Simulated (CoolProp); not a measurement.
Vapour-liquid equilibrium of cyclohexane (1) + n-nonane (2) at 414 K; x and y are mole fractions of (1).

Model: multi-fluid Helmholtz-energy mixture model, Zhou 2014 and Lemmon 2006; pair parameters Bell 2016, in CoolProp.

```json
[
 {"x": "0.05", "bubble pressure, mixture model (MPa)": "0.09581", "bubble pressure, Raoult's law (MPa)": "0.09640", "y, mixture model": "0.224", "y, Raoult's law": "0.238"},
 {"x": "0.125", "bubble pressure, mixture model (MPa)": "0.1224", "bubble pressure, Raoult's law (MPa)": "0.1250", "y, mixture model": "0.430", "y, Raoult's law": "0.459"},
 {"x": "0.2", "bubble pressure, mixture model (MPa)": "0.1484", "bubble pressure, Raoult's law (MPa)": "0.1536", "y, mixture model": "0.563", "y, Raoult's law": "0.597"},
 {"x": "0.275", "bubble pressure, mixture model (MPa)": "0.1742", "bubble pressure, Raoult's law (MPa)": "0.1821", "y, mixture model": "0.656", "y, Raoult's law": "0.692"},
 {"x": "0.35", "bubble pressure, mixture model (MPa)": "0.2003", "bubble pressure, Raoult's law (MPa)": "0.2107", "y, mixture model": "0.728", "y, Raoult's law": "0.761"},
 {"x": "0.425", "bubble pressure, mixture model (MPa)": "0.2270", "bubble pressure, Raoult's law (MPa)": "0.2393", "y, mixture model": "0.784", "y, Raoult's law": "0.814"},
 {"x": "0.5", "bubble pressure, mixture model (MPa)": "0.2544", "bubble pressure, Raoult's law (MPa)": "0.2679", "y, mixture model": "0.830", "y, Raoult's law": "0.856"},
 {"x": "0.575", "bubble pressure, mixture model (MPa)": "0.2828", "bubble pressure, Raoult's law (MPa)": "0.2965", "y, mixture model": "0.869", "y, Raoult's law": "0.889"},
 {"x": "0.65", "bubble pressure, mixture model (MPa)": "0.3121", "bubble pressure, Raoult's law (MPa)": "0.3251", "y, mixture model": "0.901", "y, Raoult's law": "0.917"},
 {"x": "0.725", "bubble pressure, mixture model (MPa)": "0.3424", "bubble pressure, Raoult's law (MPa)": "0.3536", "y, mixture model": "0.929", "y, Raoult's law": "0.940"},
 {"x": "0.8", "bubble pressure, mixture model (MPa)": "0.3734", "bubble pressure, Raoult's law (MPa)": "0.3822", "y, mixture model": "0.953", "y, Raoult's law": "0.960"},
 {"x": "0.875", "bubble pressure, mixture model (MPa)": "0.4051", "bubble pressure, Raoult's law (MPa)": "0.4108", "y, mixture model": "0.973", "y, Raoult's law": "0.976"},
 {"x": "0.95", "bubble pressure, mixture model (MPa)": "0.4371", "bubble pressure, Raoult's law (MPa)": "0.4394", "y, mixture model": "0.990", "y, Raoult's law": "0.991"}
]
```

The largest gap from Raoult's law is -5.1 % in bubble pressure, at x = 0.425. No azeotrope shows between x = 0.05 and 0.95.

The pair parameters rest on a limited set of measurements; away from them the model extrapolates.
